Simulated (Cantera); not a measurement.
## Premixed flame

A freely propagating, adiabatic, planar premixed flame of H2 : O2 : N2 : H2O = 1 : 0.2 : 0.752 : 0.32 (molar parts), equivalence ratio 2.5, unburnt at 400 K and 713 Torr; multicomponent+Soret transport, grid criteria slope 0.08 and curve 0.16, no radiation.

Computed with Cantera and the H2/O2 subset of GRI-Mech 3.0, which has no nitrogen chemistry. Burning velocities carry a grid error of a few per cent, more on coarse grids.

| z (mm) | T (K) | u (m/s) | x H2 | x O2 | x H2O | x OH | x HO2 | x H2O2 |
|---|---|---|---|---|---|---|---|---|
| -1.10 | 400 | 2.67 | 0.440 | 0.0880 | 0.141 | <1e-8 | <1e-8 | <1e-8 |
| -0.736 | 400 | 2.67 | 0.440 | 0.0881 | 0.141 | <1e-8 | <1e-8 | <1e-8 |
| -0.552 | 400 | 2.67 | 0.439 | 0.0882 | 0.141 | <1e-8 | 1.15e-7 | 1.35e-8 |
| -0.368 | 403 | 2.67 | 0.435 | 0.0889 | 0.142 | <1e-8 | 2.32e-6 | 2.76e-7 |
| -0.184 | 467 | 2.95 | 0.403 | 0.0927 | 0.152 | 2.51e-5 | 0.000292 | 3.15e-5 |
| -0.0919 | 718 | 4.43 | 0.375 | 0.0841 | 0.178 | 0.000411 | 0.000337 | 5.52e-5 |
| 0 | 1030 | 6.33 | 0.341 | 0.0619 | 0.225 | 0.000534 | 0.000130 | 1.21e-5 |
| 0.0919 | 1251 | 7.69 | 0.301 | 0.0341 | 0.278 | 0.000919 | 5.50e-5 | 1.31e-6 |
| 0.184 | 1375 | 8.46 | 0.275 | 0.0142 | 0.316 | 0.00117 | 2.07e-5 | 5.81e-7 |
| 0.368 | 1477 | 9.08 | 0.263 | 0.00191 | 0.340 | 0.00125 | 2.55e-6 | 3.27e-7 |
| 0.736 | 1552 | 9.50 | 0.266 | 0.000130 | 0.344 | 0.00117 | 1.79e-7 | 2.10e-7 |
| 1.47 | 1616 | 9.86 | 0.272 | 3.04e-5 | 0.346 | 0.000937 | 5.02e-8 | 1.14e-7 |
| 2.94 | 1664 | 10.1 | 0.277 | 1.24e-5 | 0.348 | 0.000652 | 2.26e-8 | 5.21e-8 |
x: mole fraction of selected species; z is measured from the peak of heat release.

The laminar burning velocity is 267 cm/s and the thermal thickness is 0.368 mm. The peak x(OH) comes out as 0.00125 and the peak x(HO2) is 0.000477. The peak x(H2O2) comes out as 6.16e-5 and the grid points comes out as 111.
